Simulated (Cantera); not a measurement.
Input: 1 mol FeS₂, 1.5 mol SO₂, 7.4 mol H₂O, at 773 K and 1000 Pa.

Cantera equilibrium calculation (NASA polynomials, part measured and part estimated; ideal gas, pure solids and liquids). Candidate condensed phases: Fe, FeO, Fe(OH)₂, Fe(OH)₃, FeS, FeSO₄, FeS₂, Fe₂O₃, Fe₂(SO₄)₃, Fe₃O₄, H₂O, H₂SO₄, S; 22 gas species. Gases not in the tables: S₃ to S₇. Kinetics and transport are ignored.

Base state: H₂O 0.821, SO₂ 0.168, H₂S 0.00780, S₂ 0.00313, H₂ 0.000437, S₂O 0.000115 (mole fractions); condensed: FeS₂(s) + Fe₃O₄(s).

### Question
What changes in the equilibrium state with this change: pressure from 1000 Pa to 10000 Pa?

### Answer
```
species          before     after
-------------  --------  --------
H₂O               0.821     0.824
SO₂               0.168     0.169
H₂S             0.00780   0.00587
S₂              0.00313  0.000991
H₂             0.000437  0.000185
S₂O            0.000115   8.64e-5
FeS₂(s), mol      0.939     0.963
Fe₃O₄(s), mol    0.0205    0.0123
```

### Question
What changes in the equilibrium state with this change: pressure from 1000 Pa to 101000 Pa?

### Answer
```json
[
 {"species": "H₂O", "before": "0.821", "after": "0.826"},
 {"species": "SO₂", "before": "0.168", "after": "0.169"},
 {"species": "H₂S", "before": "0.00780", "after": "0.00441"},
 {"species": "S₂", "before": "0.00313", "after": "0.000312"},
 {"species": "H₂", "before": "0.000437", "after": "7.76e-5"},
 {"species": "S₂O", "before": "0.000115", "after": "6.47e-5"},
 {"species": "FeS₂(s), mol", "before": "0.939", "after": "0.975"},
 {"species": "Fe₃O₄(s), mol", "before": "0.0205", "after": "0.00820"}
]
```
